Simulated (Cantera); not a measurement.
An isothermal, constant-pressure homogeneous reactor starts with C2H6 : N2 = 1 : 41 (molar parts), at 1348 K and 100.0 Torr. Integrator tolerance rtol = 1e-08.

Detailed kinetics in Cantera: GRI-Mech 3.0 (53 species, 325 reactions). GRI-Mech 3.0 stops at C3 and has no aromatics, soot or wall deposition, so with more carbon than oxygen in the feed, carbon stays in small species such as C2H2 where larger ones or solid carbon would form.

```
quantity                                              before                                      after
-----------------  -----------------------------------------  -----------------------------------------
x(C2H6) at 80.0 s    3.36e-7 (gas-phase equilibrium 1.07e-8)    3.61e-7 (gas-phase equilibrium 2.02e-9)
x(CH2) at 80.0 s   3.67e-11 (gas-phase equilibrium 6.29e-12)  8.02e-11 (gas-phase equilibrium 6.36e-12)
x(CH3) at 80.0 s     2.13e-6 (gas-phase equilibrium 3.13e-7)    3.38e-6 (gas-phase equilibrium 2.08e-7)
x(H) at 80.0 s       1.02e-6 (gas-phase equilibrium 1.35e-6)    1.38e-6 (gas-phase equilibrium 2.07e-6)
x(C2H) at 80.0 s   3.51e-10 (gas-phase equilibrium 1.25e-10)  4.82e-10 (gas-phase equilibrium 1.92e-10)
x(HCN) at 80.0 s      5.32e-8 (gas-phase equilibrium 0.0323)     9.09e-8 (gas-phase equilibrium 0.0325)
x(H2) at 80.0 s        0.0392 (gas-phase equilibrium 0.0446)      0.0385 (gas-phase equilibrium 0.0451)
```

**Question.** Name the change that produced these shifts.
A. temperature 1348 to 1150 K
B. pressure from 100.0 Torr to 42.8 Torr
C. temperature 1348 to 1598 K
D. temperature 1348 to 1225 K

**Answer.** B, pressure from 100.0 Torr to 42.8 Torr
